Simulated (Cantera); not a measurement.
Feed: 1 mol Cu, 13 mol NH3, 25 mol H2, held at 1975 K and 2.20 mbar.

Cantera equilibrium calculation (NASA polynomials, part measured and part estimated; ideal gas, pure solids and liquids). Candidate condensed phases: Cu; 11 gas species. Rates play no part.

Base state: H2 0.831, N2 0.123, H 0.0266, Cu 0.0190 (mole fractions); condensed: gas only.

Question: What changes in the equilibrium state with this change: temperature from 1975 K to 1173 K?

Answer: 
```json
[
 {"species": "H2", "before": "0.831", "after": "0.873"},
 {"species": "N2", "before": "0.123", "after": "0.127"},
 {"species": "Cu", "before": "0.0190", "after": "2.60e-6"},
 {"species": "H", "before": "0.0266", "after": "2.35e-6"},
 {"species": "Cu(s), mol", "before": "0", "after": "1.000"}
]
```

Question: What changes in the equilibrium state with this change: temperature from 1975 K to 1598.15 K?

Answer: 
```tsv
species	before	after
H2	0.831	0.856
N2	0.123	0.125
Cu	0.0190	0.0176
H	0.0266	0.00105
Cu2	8.82e-7	1.25e-5
Cu(l), mol	0	0.0853
```
